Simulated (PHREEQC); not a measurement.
Consider water at 25 °C with 86 mmol/kgw NH4Cl, 3.3 mmol/kgw NH3 and 0.5 mmol/kgw NaCl. Closed to the air; pH follows from the charge balance.

Model: ion-association model, wateq4f.dat, run in PHREEQC.

- pH: 7.93
- ionic strength: 0.0865 mol/kgw
- total alkalinity: 3.30 meq/kg

```
species  molality  activity   log γ
-------  --------  --------  ------
Cl-        0.0865    0.0670  -0.111
NH4+       0.0860    0.0679  -0.103
NH3       0.00330   0.00330   0.000
Na+      0.000500  0.000396  -0.102
OH-       1.10e-6   8.51e-7  -0.112
H+        1.41e-8   1.17e-8  -0.080
```

This is a speciation only: nothing precipitates in the calculation.
